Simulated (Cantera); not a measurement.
**Gas-phase reforming**

An isothermal, constant-pressure homogeneous reactor starts with 21.7 % CH₄, 78.3 % CO₂, at 1650 K and 2.50 bar.

Computed with Cantera and GRI-Mech 3.0 (53 species, 325 reactions).

| t (s) | x CH₄ | x CO₂ | x H | x H₂O₂ | x CH₃ | x O |
|---|---|---|---|---|---|---|
| 2.00e-6 | 0.217 | 0.783 | 2.30e-7 | <1e-12 | 1.49e-5 | 1.56e-12 |
| 1.15e-5 | 0.217 | 0.783 | 2.38e-7 | <1e-12 | 8.41e-5 | 1.68e-12 |
| 6.63e-5 | 0.217 | 0.782 | 3.53e-7 | <1e-12 | 0.000287 | 2.25e-12 |
| 0.000382 | 0.213 | 0.781 | 1.00e-6 | <1e-12 | 0.000535 | 5.28e-12 |
| 0.00220 | 0.185 | 0.762 | 4.92e-6 | <1e-12 | 0.000559 | 2.10e-11 |
| 0.0126 | 0.107 | 0.643 | 9.66e-6 | <1e-12 | 0.000310 | 3.28e-11 |
| 0.0728 | 0.0190 | 0.406 | 1.25e-5 | 4.54e-12 | 9.80e-5 | 6.23e-11 |
| 0.419 | 0.00888 | 0.276 | 1.78e-5 | 2.27e-12 | 3.52e-5 | 9.43e-11 |
| 2.41 | 0.00110 | 0.218 | 1.98e-5 | 1.36e-12 | 3.63e-6 | 1.69e-10 |
| 13.9 | 2.67e-8 | 0.215 | 2.04e-5 | 1.39e-12 | 8.88e-11 | 1.77e-10 |
| 80.0 | 2.57e-8 | 0.215 | 2.04e-5 | 1.39e-12 | 8.54e-11 | 1.77e-10 |
x: mole fraction; the columns are a selection and need not sum to one.

Equilibrium at this temperature and pressure: CH₄ 2.72e-8, CO₂ 0.215, H 2.04e-5, H₂O₂ 1.39e-12, CH₃ 9.05e-11, O 1.77e-10 (gas phase only).
